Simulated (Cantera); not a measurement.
Input (Python, Cantera) and output of one run.

```python
import numpy as np
import cantera as ct

gas_names = [...]  # 109 gases of nasa_gas.yaml made of C, Cl, H, Si
cond_names = """
    C(gr) C6H6(L) C7H8(L) C8H18(L),n-octa Si(cr) Si(L) SiC(b)
""".split()


# ... load() reads the species with a 1 bar reference pressure and builds the phases ...
atoms = {
    'SiCl4': {'Si': 1, 'CL': 4},
    'C2H4': {'C': 2, 'H': 4},
    'H2': {'H': 2},
}
top_T = {'C(gr)': 4500, 'SiC(b)': 3050}  # K; cautious upper limits of use, not melting points


# ... equilibrate(T, P, feed) seeds the gas with the atoms and calls Mixture.equilibrate('TP', solver="vcs", rtol=1e-11, max_steps=5000) ...
results = []
feed = {'SiCl4': 1, 'C2H4': 0.026, 'H2': 730}  # mol
P = 10000  # Pa
for T in [1825, 1875, 1925, 1975, 2025, 2075, 2125, 2175, 2225, 2275, 2325, 2375, 2425]:
    mix = equilibrate(T, P, feed)
    results.append((T, P, feed, dict(zip(mix.species_names, mix.species_moles))))

top = {s: max(r[3][s] / sum(r[3][g] for g in gas_names) for r in results) for s in gas_names}
cols = sorted((s for s in top if top[s] > 0.001), key=lambda s: -top[s])[:9]
seen = [c for c in cond_names if any(r[3].get(c, 0) > 1e-12 for r in results)]
print("log10 of partial pressures in bar; condensed amounts in mol")
print(f"{'T/K':>10s}" + "".join(f"{s[:9]:>10s}" for s in cols + seen))
for T, P, feed, n in results:
    ng = sum(n[g] for g in gas_names)
    print(f"{T:10.4g}" + "".join(f"{np.log10(max(n[s] / ng * P / 1e5, 1e-99)):10.3f}" for s in cols)
          + "".join(f"{n.get(c, 0):10.4g}" for c in seen))
```

Output:

```
log10 of partial pressures in bar; condensed amounts in mol
       T/K        H2         H       HCL        Si     Si(L)    SiC(b)
      1825    -1.003    -3.858    -3.277    -5.342    0.8124   0.04995
      1875    -1.003    -3.685    -3.277    -5.043    0.7616   0.04892
      1925    -1.004    -3.521    -3.277    -4.759    0.6719   0.04671
      1975    -1.004    -3.366    -3.278    -4.490    0.5179   0.04199
      2025    -1.005    -3.218    -3.279    -4.235    0.2597   0.03218
      2075    -1.007    -3.078    -3.279    -4.058         0   0.01259
      2125    -1.008    -2.944    -3.277    -4.020         0         0
      2175    -1.010    -2.816    -3.276    -3.992         0         0
      2225    -1.012    -2.695    -3.278    -3.971         0         0
      2275    -1.015    -2.578    -3.280    -3.956         0         0
      2325    -1.018    -2.468    -3.283    -3.945         0         0
      2375    -1.022    -2.362    -3.288    -3.938         0         0
      2425    -1.028    -2.261    -3.294    -3.932         0         0
```

Method: chemical equilibrium by Gibbs-energy minimisation in Cantera with the NASA 1993 tables (ideal gas, pure condensed phases). Mutual solubility and eutectic melting of coexisting phases are not modelled. The tables' values for SiCl are old estimates; treat these amounts as uncertain. Gases not in the tables: Si2H6 and higher silanes.
